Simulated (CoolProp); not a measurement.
Saturation properties of tetrahydrofuran.

Model: reference Helmholtz-energy equation of state, Fiedler 2023, in CoolProp.

| T (°C) | p (kPa) | liquid density (kg/m³) | enthalpy of vaporisation (kJ/kg) | liquid cp (kJ/(kg K)) |
|---|---|---|---|---|
| 74.05 | 130.9 | 826.2 | 410.2 | 1.918 |
| 90.15 | 209.2 | 807.0 | 397.7 | 1.988 |
| 106.15 | 318.7 | 787.2 | 384.4 | 2.061 |
| 122.15 | 467.2 | 766.7 | 370.3 | 2.138 |
| 138.15 | 662.9 | 745.2 | 355.1 | 2.219 |
| 154.15 | 914.2 | 722.5 | 338.5 | 2.307 |
| 170.15 | 1230 | 698.4 | 320.2 | 2.406 |
| 186.15 | 1622 | 672.2 | 299.6 | 2.522 |
| 202.15 | 2099 | 643.1 | 276.1 | 2.670 |
| 218.15 | 2676 | 609.9 | 248.2 | 2.881 |
| 234.15 | 3369 | 569.4 | 213.2 | 3.255 |
| 250.15 | 4206 | 513.4 | 164.0 | 4.285 |

It boils at 65.9 °C under 1 atm.
